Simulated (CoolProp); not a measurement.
Vapour-liquid equilibrium of R143a (1) + R134a (2) at 271.2 K; x and y are mole fractions of (1).

Computed with CoolProp (multi-fluid Helmholtz-energy mixture model, Lemmon and Jacobsen 2000 and Tillner-Roth 1994; pair parameters Lemmon 2004).

| x | bubble pressure (MPa) | y at the bubble point | dew pressure at overall composition x (MPa) | liquid density (mol/L) |
|---|---|---|---|---|
| 0.05 | 0.2876 | 0.095 | 0.2804 | 12.73 |
| 0.15 | 0.3176 | 0.259 | 0.2971 | 12.69 |
| 0.25 | 0.3479 | 0.396 | 0.3159 | 12.65 |
| 0.35 | 0.3783 | 0.513 | 0.3372 | 12.61 |
| 0.45 | 0.4090 | 0.614 | 0.3614 | 12.56 |
| 0.55 | 0.4399 | 0.702 | 0.3891 | 12.52 |
| 0.65 | 0.4711 | 0.781 | 0.4212 | 12.47 |
| 0.75 | 0.5026 | 0.851 | 0.4584 | 12.41 |
| 0.85 | 0.5344 | 0.914 | 0.5021 | 12.36 |
| 0.95 | 0.5666 | 0.973 | 0.5537 | 12.30 |

No azeotrope shows between x = 0.05 and 0.95.

Pair parameters are fitted to limited data, so mixtures are less certain than the pure fluids.
